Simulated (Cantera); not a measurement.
A perfectly stirred reactor is fed with 0.151 % H₂, 28.5 % O₂, 71.3 % N₂, at 0.0300 bar; it is held at 1325 K, and followed from long to short residence time.

Detailed kinetics in Cantera: GRI-Mech 3.0 (53 species, 325 reactions). Radical loss at walls, strong at low pressure, is not modelled.

Predict: x(H₂) at τ = 13.0 s; x(O₂) at τ = 13.0 s; x(NO) at τ = 13.0 s; x(N₂O) at τ = 13.0 s; x(H) at τ = 13.0 s; x(H₂) at τ = 20.0 ms; x(O₂) at τ = 20.0 ms; x(NO) at τ = 20.0 ms; x(N₂O) at τ = 20.0 ms; x(H) at τ = 20.0 ms.


```
Quantity                 Result
---------------------  --------
x(H₂) at τ = 13.0 s     1.86e-6
x(O₂) at τ = 13.0 s       0.285
x(NO) at τ = 13.0 s     2.33e-7
x(N₂O) at τ = 13.0 s    5.53e-8
x(H) at τ = 13.0 s      7.39e-7
x(H₂) at τ = 20.0 ms   0.000143
x(O₂) at τ = 20.0 ms      0.284
x(NO) at τ = 20.0 ms    1.58e-9
x(N₂O) at τ = 20.0 ms   9.20e-9
x(H) at τ = 20.0 ms     3.53e-5
```
